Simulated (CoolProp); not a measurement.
Vapour-liquid equilibrium of ethane (1) + n-pentane (2) at 264 kPa; x and y are mole fractions of (1).

Model: multi-fluid Helmholtz-energy mixture model, Bücker 2006 and Thol 2019; pair parameters Kunz 2012, in CoolProp.

| x | bubble temperature (K) | y at the bubble point | dew temperature at overall composition x (K) | liquid density (mol/L) |
|---|---|---|---|---|
| 0.05 | 304.9 | 0.666 | 338.6 | ? |
| 0.15 | 261.4 | 0.950 | 334.5 | 9.721 |
| 0.25 | 241.8 | 0.984 | 330.1 | 10.49 |
| 0.35 | 230.8 | 0.993 | 325.2 | 11.19 |
| 0.45 | 223.6 | 0.996 | 319.8 | 11.91 |
| 0.55 | 218.4 | 0.998 | 313.6 | 12.67 |
| 0.65 | ? | 0.999 | 306.3 | 13.50 |
| 0.75 | 211.1 | 0.999 | 297.1 | 14.41 |
| 0.85 | 208.3 | 1.000 | 284.4 | 15.44 |
| 0.95 | ? | 1.000 | 261.3 | 16.59 |

Question: What belongs in the gaps?

Answer: 
- 0.05, liquid density (mol/L): 8.688
- 0.65, bubble temperature (K): 214.4
- 0.95, bubble temperature (K): 205.7

No azeotrope shows between x = 0.05 and 0.95.

The pair parameters rest on a limited set of measurements; away from them the model extrapolates. The gap from Raoult's law changes sign with composition, which may be real or a fault of the pair parameters; it wasn't checked against measurements.
